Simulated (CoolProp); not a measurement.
Carbon monoxide at several states: Z from the reference equation and from simpler models built on Tc = 132.9 K, pc = 3498 kPa, ω = 0.050; each cubic takes its own stable root.

Model: reference Helmholtz-energy equation of state, Lemmon 2006, in CoolProp. It is a short technical equation, of lower accuracy than the large ones.

```csv
T (K),p (kPa),phase,reference
318.5,10500,supercritical,1.009
79.8,1050,liquid,0.05517
344.6,544,gas,1.000
93.6,319,gas,0.9082
```

### Question
How far does each simpler model (van der Waals, Peng-Robinson) lie from the reference over these 4 states: mean and median of the absolute difference, and the worst?

### Answer
- van der Waals: mean 13.4 %, median 3.6 %, worst +46.2 % at 79.8 K and 1050 kPa
- Peng-Robinson: mean 3.3 %, median 0.8 %, worst -11.3 % at 79.8 K and 1050 kPa
